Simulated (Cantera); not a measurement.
Transport properties of process gases

Gas mixture: 100 % NO, at 500000 Pa, frozen composition.

Cantera's kinetic-theory transport with the Lennard-Jones parameters of GRI-Mech 3.0, ideal gas; thermal conductivity in the mixture-averaged form. The composition is frozen, though it would react at the higher temperatures.

| T (K) | ρ (kg/m³) | cp (J/kg/K) | μ (µPa s) | λ (mW/m/K) | Pr | D (cm²/s) C2H2 | D (cm²/s) H2 | D (cm²/s) OH |
|---|---|---|---|---|---|---|---|---|
| 400 | 4.51 | 998.6 | 23.1 | 32.4 | 0.712 | 0.0559 | 0.257 | 0.105 |
| 600 | 3.01 | 1041 | 30.6 | 45.1 | 0.706 | 0.114 | 0.506 | 0.209 |
| 800 | 2.26 | 1092 | 37.1 | 57.3 | 0.708 | 0.186 | 0.817 | 0.338 |
| 1000 | 1.80 | 1133 | 42.9 | 68.6 | 0.709 | 0.271 | 1.18 | 0.490 |
| 1200 | 1.50 | 1159 | 48.4 | 79.3 | 0.707 | 0.368 | 1.60 | 0.663 |
| 1400 | 1.29 | 1181 | 53.4 | 89.4 | 0.706 | 0.476 | 2.07 | 0.857 |
| 1600 | 1.13 | 1199 | 58.3 | 99.0 | 0.706 | 0.595 | 2.58 | 1.07 |
D: mixture-averaged diffusion coefficient of that species in the mixture.
